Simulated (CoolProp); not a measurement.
Vapour-liquid equilibrium of ethylene (1) + n-butane (2) at 0.138 MPa; x and y are mole fractions of (1).

Computed with CoolProp (multi-fluid Helmholtz-energy mixture model, Smukala 2000 and Bücker 2006; pair parameters Bell 2016).

Question: Give the bubble temperature and the first vapour's composition at x = 0.2, 0.35, 0.95. Is there an azeotrope?

Answer: x = 0.2: -64.1 °C, y = 0.975; x = 0.35: -75.1 °C, y = 0.990; x = 0.95: -97.3 °C, y = 1.000. No azeotrope shows between x = 0.05 and 0.95.

Pair parameters are fitted to limited data, so mixtures are less certain than the pure fluids. The gap from Raoult's law changes sign with composition, which may be real or a fault of the pair parameters; it wasn't checked against measurements.
